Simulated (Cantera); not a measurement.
A closed system holds: 1 mol SiCl₄, 0.065 mol Cl₂, a varied amount of H₂, at 1273 K and 1.00 bar.

These are equilibrium values from Cantera (NASA tables, ideal gas, pure condensed phases), not measurements of a reactor. Candidate condensed phases: Si; 19 gas species. The tables' values for SiCl₃ are old estimates; treat these amounts as uncertain. Equilibrium is a limit: real reactors are often held back by kinetics, nucleation or transport.

log p: log10 of the partial pressure in bar; n: condensed amount in mol.

| n(H₂) (mol) | log p H₂ | log p HCl | log p SiCl₄ | log p SiHCl₃ | n Si(s) |
|---|---|---|---|---|---|
| 12 | -0.06 | -1.24 | -1.43 | -1.65 | (withheld) |
| 26 | -0.03 | -1.37 | -1.88 | -1.95 | (withheld) |
| 41 | -0.03 | -1.44 | -2.19 | -2.17 | (withheld) |
| 55 | -0.02 | -1.49 | -2.40 | -2.33 | (withheld) |
| 69 | -0.02 | -1.54 | -2.58 | -2.46 | (withheld) |
| 84 | -0.02 | -1.58 | -2.75 | -2.59 | (withheld) |
| 98 | -0.01 | -1.61 | -2.89 | -2.69 | (withheld) |

### Question
What belongs in the gaps?

### Answer

- 12, n Si(s): 0
- 26, n Si(s): 0.0708
- 41, n Si(s): 0.162
- 55, n Si(s): 0.235
- 69, n Si(s): 0.299
- 84, n Si(s): 0.359
- 98, n Si(s): 0.409
